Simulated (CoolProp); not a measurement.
Properties of octamethyltrisiloxane (MDM) along the isobar 11.2 bar.

Values from CoolProp's reference Helmholtz-energy equation of state, Thol 2017.

```
T (K)   phase  density (kg/m³)  cp (kJ/(kg K))  Joule-Thomson coefficient (K/MPa)  isothermal compressibility (1/MPa)  fugacity coefficient
-----  ------  ---------------  --------------  ---------------------------------  ----------------------------------  --------------------
343.7  liquid            770.8           1.891                            -0.3691                            0.002589              0.005988
350.4  liquid            763.8           1.908                            -0.3572                            0.002759              0.008024
357.1  liquid            756.8           1.925                            -0.3448                            0.002944               0.01059
363.8  liquid            749.7           1.942                            -0.3318                            0.003147               0.01380
370.5  liquid            742.5           1.959                            -0.3181                            0.003368               0.01773
377.2  liquid            735.2           1.976                            -0.3037                            0.003611               0.02251
383.9  liquid            727.9           1.994                            -0.2885                            0.003878               0.02826
390.6  liquid            720.5           2.011                            -0.2724                            0.004173               0.03508
397.3  liquid            712.9           2.029                            -0.2551                            0.004499               0.04311
404    liquid            705.3           2.046                            -0.2367                            0.004862               0.05247
410.7  liquid            697.5           2.064                            -0.2168                            0.005266               0.06327
417.4  liquid            689.6           2.082                            -0.1954                            0.005718               0.07564
424.1  liquid            681.6           2.100                            -0.1721                            0.006227               0.08969
430.8  liquid            673.4           2.118                            -0.1467                            0.006801                0.1055
437.5  liquid            665.0           2.136                            -0.1188                            0.007453                0.1232
444.2  liquid            656.4           2.155                           -0.08790                            0.008198                0.1429
```
